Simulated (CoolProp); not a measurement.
100 sccm (0 °C, 1 atm) of nitrogen bubbles through liquid n-nonane at 344.5 K and leaves saturated at a total pressure of 0.0139 MPa (ideal gas phase). Each further row changes one setting.

Computed with CoolProp (reference Helmholtz-energy equation of state, Lemmon 2006). It is a short technical equation, of lower accuracy than the large ones.

```tsv
case	vapour pressure (kPa)	mole fraction of vapour	delivery (mg/min)	delivery (sccm)	change of delivery for a bath 1 K warmer (%)
as stated	6.70	0.482	533	93.1	9.1
bath temperature 349.5 K	8.32	0.599	854	149	12
total pressure 0.0278 MPa	6.70	0.241	182	31.8	6.0
```
